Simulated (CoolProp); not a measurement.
Saturation properties of ethylbenzene (Tc = 617.1 K, pc = 36.22 bar, ω = 0.304).

Model: reference Helmholtz-energy equation of state, Zhou 2012, in CoolProp.

| T (K) | p (bar) | liquid density (kg/m³) | vapour density (kg/m³) | enthalpy of vaporisation (kJ/kg) | liquid conductivity (mW/(m K)) |
|---|---|---|---|---|---|
| 452.5 | 2.844 | ___ | 8.818 | 306.7 | 93.8 |
| 462.3 | 3.486 | 704.5 | 10.74 | 299.6 | 92.2 |
| 472.1 | 4.232 | ___ | 12.98 | 292.2 | 90.6 |
| 481.9 | 5.094 | 681.7 | 15.58 | 284.5 | 89.1 |
| 491.7 | 6.081 | 669.8 | 18.60 | 276.4 | ___ |
| 501.5 | 7.205 | 657.4 | 22.09 | 267.9 | 86.3 |
| 511.3 | 8.478 | 644.4 | 26.13 | 259.0 | 84.9 |
| 521.1 | ___ | 630.9 | 30.80 | 249.5 | 83.6 |
| 530.9 | 11.52 | 616.6 | 36.23 | 239.3 | 82.4 |
| 540.8 | 13.34 | 601.4 | 42.64 | ___ | 81.2 |
| 550.6 | 15.34 | 585.2 | ___ | 216.5 | 80.0 |
| 560.4 | ___ | 567.8 | 58.97 | 203.6 | 78.8 |
| 570.2 | 20.03 | 548.6 | 69.71 | 189.1 | 77.6 |

Question: Some entries are withheld; supply them.

Answer: 
- 452.5, liquid density (kg/m³): 715.4
- 472.1, liquid density (kg/m³): 693.3
- 491.7, liquid conductivity (mW/(m K)): 87.7
- 521.1, p (bar): 9.912
- 540.8, enthalpy of vaporisation (kJ/kg): 228.3
- 550.6, vapour density (kg/m³): 50.10
- 560.4, p (bar): 17.57

It boils at 409.3 K under 1 atm.

Thermal conductivity comes from a separate model (Mylona 2014).
